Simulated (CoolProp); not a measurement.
The fluid at 298.15 K and 0.0283 MPa expands adiabatically to 0.00737 MPa with isentropic efficiency 0.8. The same conditions are run with several fluids, on thermodynamics alone (safety and materials aside).

Model: reference Helmholtz-energy equation of state of each fluid (R245fa: Akasaka 2015; hydrogen chloride: Thol 2018; R134a: Tillner-Roth 1994; R125: Lemmon 2005; fluoroethane (R161): Wu 2012), in CoolProp.

```
fluid                work (kJ/kg)  final temperature (K)  final density (kg/m³)
-------------------  ------------  ---------------------  ---------------------
R245fa                       18.8                  275.1                  0.433
hydrogen chloride            60.7                  222.0                  0.146
R134a                        24.4                  267.5                  0.339
R125                         20.9                  270.6                  0.394
fluoroethane (R161)          50.2                  255.0                  0.167
```
